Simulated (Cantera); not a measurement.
Equilibrium for aluminium nitride and oxide growth: Al(CH₃)₃ + NH₃ + N₂

A closed system holds: 1 mol Al(CH₃)₃, 3.4 mol NH₃, 420 mol N₂, at 1000 °C and 3.45 Torr.

Method: chemical equilibrium by Gibbs-energy minimisation in Cantera with the NASA 1993 tables (ideal gas, pure condensed phases). Candidate condensed phases: Al, AlN, C, C₆H₆, C₇H₈, C₈H₁₈; 97 gas species. The feed counts by its element totals alone. The numbers say what is thermodynamically allowed, not how fast it happens.

```json
{
  "x(N₂)": "0.978",
  "x(H₂)": "0.0223",
  "x(HCN)": "2.36e-5",
  "x(H)": "1.57e-6",
  "n(AlN(s))": "1.00 mol",
  "n(C(graphite))": "2.99 mol",
  "gas_amount": "430.8 mol",
  "log10 activity of Al(l) (absent)": "-6.20"
}
```
